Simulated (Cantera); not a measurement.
Charge: 1 mol MgCO3, 0.57 mol CO2, equilibrated at 2148 K.

Cantera equilibrium calculation (NASA polynomials, part measured and part estimated; ideal gas, pure solids and liquids). Candidate condensed phases: C, Mg, MgCO3, MgO; 15 gas species. Rates play no part.

x: gas mole fraction; n: condensed amount in mol.

| P (Pa) | x CO2 | x CO | x Mg | x O2 | x O | x MgO | n MgO(s) |
|---|---|---|---|---|---|---|---|
| 10 | 0.265 | 0.255 | 0.204 | 0.188 | 0.0836 | 0.00309 | 0.374 |
| 100 | 0.616 | 0.241 | 0.00830 | 0.114 | 0.0206 | 0.000309 | 0.984 |
| 1000 | ? | ? | ? | ? | ? | ? | 0.999 |
| 10000 | 0.900 | ? | ? | ? | ? | ? | 1.000 |
| 100000 | 0.952 | 0.0317 | 7.07e-7 | 0.0157 | 0.000242 | 3.09e-7 | 1.000 |
| 1000000 | 0.978 | 0.0150 | 3.25e-8 | 0.00745 | 5.26e-5 | 3.09e-8 | 1.00 |

Task: What belongs in the gaps?

Result: 
- 10000, x CO: 0.0660
- 10000, x Mg: 1.56e-5
- 10000, x O2: 0.0325
- 10000, x O: 0.00110
- 10000, x MgO: 3.09e-6
- 1000, x CO2: 0.799
- 1000, x CO: 0.132
- 1000, x Mg: 0.000351
- 1000, x O2: 0.0638
- 1000, x O: 0.00487
- 1000, x MgO: 3.09e-5
